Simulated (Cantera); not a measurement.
Input: 1 mol Si(CH₃)₄, 0.55 mol HCl, 28 mol H₂, 0.11 mol C₂H₄, equilibrated at 1350 °C and 840 Pa.

Equilibrium computed with Cantera from the NASA thermochemical tables; the gas is ideal and each condensed phase is pure. Candidate condensed phases: C, C₆H₆, C₇H₈, C₈H₁₈, Si, SiC; 109 gas species. Rates play no part.

Base state: H₂ 0.983, HCl 0.0158, H 0.000748, C₂H₂ (acetylene) 3.43e-5, CH₄ 1.20e-5, SiCl₂ 1.01e-5 (mole fractions); condensed: C(graphite) + SiC(s).

Q: What changes in the equilibrium state with this change: temperature from 1350 °C to 2202 °C?

A: 
```json
[
 {"species": "H₂", "before": "0.983", "after": "0.743"},
 {"species": "H", "before": "0.000748", "after": "0.212"},
 {"species": "Si", "before": "2.12e-7", "after": "0.0189"},
 {"species": "HCl", "before": "0.0158", "after": "0.0113"},
 {"species": "SiC₂", "before": "<1e-9", "after": "0.00456"},
 {"species": "Si₂C", "before": "<1e-9", "after": "0.000454"},
 {"species": "C₂H", "before": "<1e-9", "after": "0.000140"},
 {"species": "C(graphite), mol", "before": "3.22", "after": "3.24"},
 {"species": "SiC(s), mol", "before": "1.000", "after": "0"}
]
```
The tables' values for SiCl are old estimates; treat these amounts as uncertain. Gases not in the tables: Si₂H₆ and higher silanes.
